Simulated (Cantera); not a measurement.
What does this Cantera script print?

```python
import numpy as np
import cantera as ct

gas_names = """
    H HO2 H2 H2O H2O2 H2S H2SO4 Mg MgH MgO MgOH MgO2H2 MgS Mg2 O OH O2 O3 S SH SO SO2 SO3 S2 S2O S8
""".split()
cond_names = """
    H2O(s) H2O(L) H2SO4(L) Mg(cr) Mg(L) MgO(s) MgO(L) MgO2H2(s) MgS(s) MgSO4(s) MgSO4(L) S(cr1) S(cr2)
    S(L)
""".split()


def load(file, names, dense=False):
    # The tables refer to 1 bar. Condensed volumes are neglected.
    table = {s.name: s for s in ct.Species.list_from_file(file)}
    out = []
    for n in names:
        d = dict(table[n].input_data)
        d["thermo"] = dict(d["thermo"], **{"reference-pressure": 1e5})
        if dense:
            d["equation-of-state"] = {"model": "constant-volume", "density": "1e6 g/cm^3"}
        out.append(ct.Species.from_dict(d))
    return out


gas = ct.Solution(thermo="ideal-gas", species=load("nasa_gas.yaml", gas_names))
cond = {s.name: ct.Solution(thermo="fixed-stoichiometry", species=[s], name=s.name)
        for s in load("nasa_condensed.yaml", cond_names, dense=True)}
atoms = {
    'MgO': {'Mg': 1, 'O': 1},
    'H2S': {'H': 2, 'S': 1},
    'H2O': {'H': 2, 'O': 1},
}
top_T = {'MgS(s)': 2250}  # K; cautious upper limits of use, not melting points


def equilibrate(T, P, feed):
    n = {}
    for name, mol in feed.items():
        for a, k in atoms[name].items():
            n[a] = n.get(a, 0.0) + k * mol
    gas.TPX = T, P, n
    mass = sum(n.values()) * gas.mean_molecular_weight
    gas.equilibrate("TP")
    valid = [c for c in cond.values() if c.min_temp <= T <= top_T.get(c.name, c.max_temp)]
    mix = ct.Mixture([(gas, mass / gas.mean_molecular_weight)] + [(c, 0.0) for c in valid])
    mix.T, mix.P = T, P
    mix.equilibrate("TP", solver="vcs", rtol=1e-11, max_steps=5000)
    return mix


results = []
feed = {'MgO': 1, 'H2S': 1.3, 'H2O': 0.062}  # mol
T = 1598.15  # K
P = 92000  # Pa
mix = equilibrate(T, P, feed)
results.append((T, P, feed, dict(zip(mix.species_names, mix.species_moles))))
print(gas.report(threshold=0.001))
for i in range(1, mix.n_phases):
    print(f"{mix.phase(i).name:16s} {mix.phase_moles(i):12.5e} mol")
```

Result:

```
       temperature   1598.2 K
          pressure   92000 Pa
           density   0.18361 kg/m^3
  mean mol. weight   26.52 kg/kmol
   phase of matter   gas

                          1 kg             1 kmol
                     ---------------   ---------------
          enthalpy         1.872e+06        4.9645e+07  J
   internal energy         1.371e+06        3.6358e+07  J
           entropy              9501        2.5196e+05  J/K
    Gibbs function       -1.3312e+07       -3.5303e+08  J
 heat capacity c_p            1586.2             42066  J/K
 heat capacity c_v            1272.7             33752  J/K

                      mass frac. Y      mole frac. X     chem. pot. / RT
                     ---------------   ---------------   ---------------
                H2          0.028647           0.37684           -19.849
               H2O           0.04563          0.067172           -47.514
               H2S           0.46635           0.36294            -31.46
                SH         0.0077174         0.0061892           -21.536
                S2           0.45098           0.18652           -23.223
     [  +21 minor]        0.00068292        0.00033698

Mg(L)             0.00000e+00 mol
MgO(s)            9.48538e-01 mol
MgS(s)            5.14613e-02 mol
MgSO4(L)          0.00000e+00 mol
S(L)              0.00000e+00 mol
```

Equilibrium computed with Cantera from the NASA thermochemical tables; the gas is ideal and each condensed phase is pure. Mutual solubility and eutectic melting of coexisting phases are not modelled.
